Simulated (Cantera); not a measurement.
Cantera run:

```python
import numpy as np
import cantera as ct

gas_names = """
    C CH CH2 CH3 CH2OH CH3O CH4 CH3OH CO CO2 COOH C2 C2H CHCO,ketyl C2H2,acetylene C2H2,vinylidene
    CH2CO,ketene C2H3,vinyl CH3CO,acetyl C2H4 C2H4O,ethylen CH3CHO,ethanal CH3COOH (HCOOH)2 C2H5 C2H6
    CH3OCH3 C2H5OH C2O C3 C3H3,propargyl C3H4,allene C3H4,propyne C3H4,cyclo- C3H5,allyl C3H6,propylene
    C3H6,cyclo- C3H6O C3H7,n-propyl C3H7,i-propyl C3H8 C3H8O,1propanol C3H8O,2propanol C3O2 C4 C4H2
    C4H4,1,3-cyclo- C4H6,butadiene C4H6,2-butyne C4H6,cyclo- C4H8,1-butene C4H8,cis2-buten
    C4H8,tr2-butene C4H8,isobutene C4H8,cyclo- (CH3COOH)2 C4H9,n-butyl C4H9,i-butyl C4H9,s-butyl
    C4H9,t-butyl C4H10,isobutane C4H10,n-butane C5 C5H6,1,3cyclo- C5H8,cyclo- C5H10,1-pentene
    C5H10,cyclo- C5H11,pentyl C5H11,t-pentyl C5H12,n-pentane C5H12,i-pentane CH3C(CH3)2CH3 C6H2
    C6H5,phenyl C6H5O,phenoxy C6H6 C6H5OH,phenol C6H10,cyclo- C6H12,1-hexene C6H12,cyclo- C6H13,n-hexyl
    C7H7,benzyl C7H8 C7H8O,cresol C7H14,1-heptene C7H15,n-heptyl C7H16,n-heptane C8H8,styrene
    C8H10,ethylbenz C8H16,1-octene C8H17,n-octyl C8H18,isooctane C8H18,n-octane C9H19,n-nonyl
    C10H8,naphthale C10H21,n-decyl C12H9,o-bipheny C12H10,bipheny H HCO HO2 H2 HCHO,formaldehy HCOOH H2O
    H2O2 O OH O2 O3 Ta TaO TaO2
""".split()
cond_names = """
    C(gr) C6H6(L) C7H8(L) C8H18(L),n-octa H2O(s) H2O(L) Ta(cr) Ta(L) TaC(s) TaC(L) Ta2O5(s) Ta2O5(L)
""".split()


def load(file, names, dense=False):
    # The tables refer to 1 bar. Condensed volumes are neglected.
    table = {s.name: s for s in ct.Species.list_from_file(file)}
    out = []
    for n in names:
        d = dict(table[n].input_data)
        d["thermo"] = dict(d["thermo"], **{"reference-pressure": 1e5})
        if dense:
            d["equation-of-state"] = {"model": "constant-volume", "density": "1e6 g/cm^3"}
        out.append(ct.Species.from_dict(d))
    return out


gas = ct.Solution(thermo="ideal-gas", species=load("nasa_gas.yaml", gas_names))
cond = {s.name: ct.Solution(thermo="fixed-stoichiometry", species=[s], name=s.name)
        for s in load("nasa_condensed.yaml", cond_names, dense=True)}
atoms = {
    'Ta2O5': {'Ta': 2, 'O': 5},
    'CH4': {'C': 1, 'H': 4},
    'CO': {'C': 1, 'O': 1},
}
top_T = {'C(gr)': 4500}  # K; cautious upper limits of use, not melting points


def equilibrate(T, P, feed):
    n = {}
    for name, mol in feed.items():
        for a, k in atoms[name].items():
            n[a] = n.get(a, 0.0) + k * mol
    gas.TPX = T, P, n
    mass = sum(n.values()) * gas.mean_molecular_weight
    gas.equilibrate("TP")
    valid = [c for c in cond.values() if c.min_temp <= T <= top_T.get(c.name, c.max_temp)]
    mix = ct.Mixture([(gas, mass / gas.mean_molecular_weight)] + [(c, 0.0) for c in valid])
    mix.T, mix.P = T, P
    mix.equilibrate("TP", solver="vcs", rtol=1e-11, max_steps=5000)
    return mix


results = []
feed = {'Ta2O5': 1, 'CH4': 5.9, 'CO': 0.15}  # mol
T = 2300  # K
for P in [10, 68, 460, 3200, 22000, 150000, 1000000]:
    mix = equilibrate(T, P, feed)
    results.append((T, P, feed, dict(zip(mix.species_names, mix.species_moles))))

top = {s: max(r[3][s] / sum(r[3][g] for g in gas_names) for r in results) for s in gas_names}
cols = sorted((s for s in top if top[s] > 1e-05), key=lambda s: -top[s])[:9]
seen = [c for c in cond_names if any(r[3].get(c, 0) > 1e-12 for r in results)]
print("log10 of partial pressures in bar; condensed amounts in mol")
print(f"{'P/Pa':>10s}" + "".join(f"{s[:9]:>10s}" for s in cols + seen))
for T, P, feed, n in results:
    ng = sum(n[g] for g in gas_names)
    print(f"{P:10.4g}" + "".join(f"{np.log10(max(n[s] / ng * P / 1e5, 1e-99)):10.3f}" for s in cols)
          + "".join(f"{n.get(c, 0):10.4g}" for c in seen))
```

Output:

```
log10 of partial pressures in bar; condensed amounts in mol
      P/Pa        H2         H        CO       H2O       CO2      TaO2       TaO        OH    Ta(cr)    TaC(s)  Ta2O5(L)
        10    -4.569    -4.299    -4.643   -10.405   -11.227   -11.199    -8.333   -10.927     1.098    0.9011         0
        68    -3.488    -3.758    -3.745    -8.425    -9.430    -9.402    -7.434    -9.488     1.098    0.9012         0
       460    -2.557    -3.293    -2.880    -6.630    -7.700    -7.672    -6.569    -8.158     1.097    0.9022         0
      3200    -1.676    -2.852    -2.023    -4.891    -5.986    -5.958    -5.712    -6.860     1.089    0.9098         0
   2.2e+04    -0.824    -2.426    -1.183    -3.200    -4.307    -4.278    -4.872    -5.594     1.033    0.9621         0
   1.5e+05     0.033    -1.998    -0.397    -2.073    -3.252    -4.259    -5.121    -4.897         0     1.713     0.143
     1e+06     0.857    -1.585     0.426    -1.014    -2.194    -4.376    -5.474    -4.250         0     1.733    0.1333
```

Cantera equilibrium calculation (NASA polynomials, part measured and part estimated; ideal gas, pure solids and liquids). Mutual solubility and eutectic melting of coexisting phases are not modelled. TaC: taken at fixed stoichiometry. Condensed phases not in the tables: Ta2C, N, O or C dissolved in the metal.
